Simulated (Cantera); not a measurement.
A closed system holds: 1 mol Cu₂O, 1.6 mol CH₄, 4.2 mol N₂, 7.1 mol C, held at 0.0133 bar.

These are equilibrium values from Cantera (NASA tables, ideal gas, pure condensed phases), not measurements of a reactor. Candidate condensed phases: C, C₆H₆, C₇H₈, C₈H₁₈, Cu, CuO, Cu(OH)₂, Cu₂O, H₂O; 139 gas species. Equilibrium is a limit: real reactors are often held back by kinetics, nucleation or transport.

x: gas mole fraction; n: condensed amount in mol.

```
T (K)   x N₂   x H₂   x CO  x Cu  n C(graphite)  n Cu(l)
-----  -----  -----  -----  ----  -------------  -------
1375   0.500  0.381  0.119   [?]           7.70     2.00
1400   0.500  0.381  0.119   [?]           7.70     2.00
1425   0.500  0.381  0.119   [?]           7.70     2.00
1450   0.500  0.381  0.119   [?]           7.70     2.00
1475   0.500  0.381  0.119   [?]           7.70     2.00
1500   0.499  0.380  0.119   [?]           7.70     1.99
1525   0.499  0.380  0.119   [?]           7.70     1.99
1550   0.499  0.380  0.119   [?]           7.69     1.99
1575   0.499  0.380  0.119   [?]           7.69     1.98
1600   0.498  0.379  0.119   [?]           7.69     1.97
1625   0.497  0.379  0.119   [?]           7.69     1.96
1650   0.496  0.378  0.118   [?]           7.69     1.95
```

Problem. What belongs in the gaps?

Solution. 
- 1375, x Cu: 6.17e-5
- 1400, x Cu: 0.000101
- 1425, x Cu: 0.000163
- 1450, x Cu: 0.000258
- 1475, x Cu: 0.000402
- 1500, x Cu: 0.000617
- 1525, x Cu: 0.000933
- 1550, x Cu: 0.00139
- 1575, x Cu: 0.00205
- 1600, x Cu: 0.00298
- 1625, x Cu: 0.00429
- 1650, x Cu: 0.00609
